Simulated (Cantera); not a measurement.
Input (Python, Cantera) and output of one run.

```python
import numpy as np
import cantera as ct

gas_names = [...]  # 110 gases of nasa_gas.yaml made of C, H, O
cond_names = """
    C(gr) C6H6(L) C7H8(L) C8H18(L),n-octa H2O(s) H2O(L)
""".split()


# ... load() reads the species with a 1 bar reference pressure and builds the phases ...
atoms = {
    'CH4': {'C': 1, 'H': 4},
    'O2': {'O': 2},
}
top_T = {'C(gr)': 4500}  # K; cautious upper limits of use, not melting points


# ... equilibrate(T, P, feed) seeds the gas with the atoms and calls Mixture.equilibrate('TP', solver="vcs", rtol=1e-11, max_steps=5000) ...
results = []
T = 3023.15  # K
P = 950  # Pa
for m in [0.0079, 0.012, 0.019, 0.029, 0.044, 0.067, 0.1, 0.16, 0.25, 0.38, 0.58, 0.89, 1.4]:
    feed = {'CH4': 1, 'O2': m}  # mol
    mix = equilibrate(T, P, feed)
    results.append((T, P, feed, dict(zip(mix.species_names, mix.species_moles))))

top = {s: max(r[3][s] / sum(r[3][g] for g in gas_names) for r in results) for s in gas_names}
cols = sorted((s for s in top if top[s] > 1e-06), key=lambda s: -top[s])[:9]
seen = [c for c in cond_names if any(r[3].get(c, 0) > 1e-12 for r in results)]
print("log10 of partial pressures in bar; condensed amounts in mol")
print(f"{'n(O2)':>10s}" + "".join(f"{s[:9]:>10s}" for s in cols + seen))
for T, P, feed, n in results:
    ng = sum(n[g] for g in gas_names)
    print(f"{feed['O2']:10.4g}" + "".join(f"{np.log10(max(n[s] / ng * P / 1e5, 1e-99)):10.3f}" for s in cols)
          + "".join(f"{n.get(c, 0):10.4g}" for c in seen))
```

Output:

```
log10 of partial pressures in bar; condensed amounts in mol
     n(O2)         H        CO         O        H2        OH        C3        O2       H2O C2H2,acet     C(gr)
    0.0079    -2.153    -4.371   -11.670    -2.765   -12.067    -3.400   -21.516   -12.208    -3.942    0.3185
     0.012    -2.154    -4.190   -11.490    -2.767   -11.888    -3.400   -21.155   -12.029    -3.944    0.3089
     0.019    -2.156    -3.993   -11.292    -2.770   -11.692    -3.400   -20.760   -11.835    -3.947    0.2927
     0.029    -2.158    -3.812   -11.111    -2.774   -11.513    -3.400   -20.399   -11.658    -3.951    0.2694
     0.044    -2.161    -3.635   -10.934    -2.780   -11.340    -3.400   -20.045   -11.488    -3.957    0.2346
     0.067    -2.166    -3.459   -10.758    -2.790   -11.168    -3.400   -19.693   -11.321    -3.967    0.1812
       0.1    -2.173    -3.294   -10.593    -2.803   -11.010    -3.400   -19.363   -11.170    -3.981    0.1045
      0.16    -2.183    -3.105   -10.396    -2.825   -10.824    -3.423   -18.969   -10.994    -4.017         0
      0.25    -2.193    -2.927   -10.164    -2.845   -10.602    -3.585   -18.505   -10.782    -4.146         0
      0.38    -2.207    -2.767    -9.876    -2.872   -10.327    -3.969   -17.928   -10.521    -4.429         0
      0.58    -2.231    -2.679    -3.680    -2.921    -4.155   -22.294    -5.536    -4.374   -16.694         0
      0.89    -2.282    -2.725    -3.034    -3.022    -3.561   -24.369    -4.245    -3.830   -18.179         0
       1.4    -2.354    -2.795    -2.739    -3.165    -3.337   -25.466    -3.654    -3.677   -19.053         0
```

Cantera equilibrium calculation (NASA polynomials, part measured and part estimated; ideal gas, pure solids and liquids).
